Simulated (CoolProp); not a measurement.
Vapour-liquid equilibrium of diethyl ether (1) + methanol (2) at 417 K; x and y are mole fractions of (1).

Computed with CoolProp (multi-fluid Helmholtz-energy mixture model, Thol 2014 and de Reuck 1993; pair parameters Bell 2016).

```
x     bubble pressure, mixture model (MPa)  bubble pressure, Raoult's law (MPa)  y, mixture model  y, Raoult's law
----  ------------------------------------  -----------------------------------  ----------------  ---------------
0.05                                 1.291                                1.220             0.102            0.065
0.2                                  1.499                                1.279             0.308            0.250
0.35                                 1.629                                1.339             0.441            0.417
0.5                                  1.703                                1.398             0.550            0.571
0.65                                 1.733                                1.458             0.657            0.712
0.8                                  1.717                                1.517             0.779            0.842
0.95                                 1.639                                1.577             0.935            0.962
```

The largest gap from Raoult's law is +21.8 % in bubble pressure, at x = 0.5. y crosses x between x = 0.65 and 0.8: the model has an azeotrope there.

Pair parameters are fitted to limited data, so mixtures are less certain than the pure fluids.
